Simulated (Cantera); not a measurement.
A perfectly stirred reactor is fed with 2.60 % CH4, 96.2 % H2, 1.25 % O2, equivalence ratio 43, at 65.3 Torr; it is held at 2923 K, and followed from long to short residence time.

Computed with Cantera and GRI-Mech 3.0 (53 species, 325 reactions).

Problem. Predict: x(CH4) at τ = 0.420 s; x(H2) at τ = 0.420 s; x(O2) at τ = 0.420 s; x(O) at τ = 0.420 s; x(CH4) at τ = 18.0 ms; x(H2) at τ = 18.0 ms; x(O2) at τ = 18.0 ms; x(O) at τ = 18.0 ms; x(CH2O) at τ = 18.0 ms.

Solution. 
| Property | Value |
|---|---|
| x(CH4) at τ = 0.420 s | 1.11e-6 |
| x(H2) at τ = 0.420 s | 0.648 |
| x(O2) at τ = 0.420 s | 3.01e-8 |
| x(O) at τ = 0.420 s | 2.10e-6 |
| x(CH4) at τ = 18.0 ms | 1.86e-5 |
| x(H2) at τ = 18.0 ms | 0.754 |
| x(O2) at τ = 18.0 ms | 1.11e-6 |
| x(O) at τ = 18.0 ms | 1.68e-5 |
| x(CH2O) at τ = 18.0 ms | 1.52e-8 |
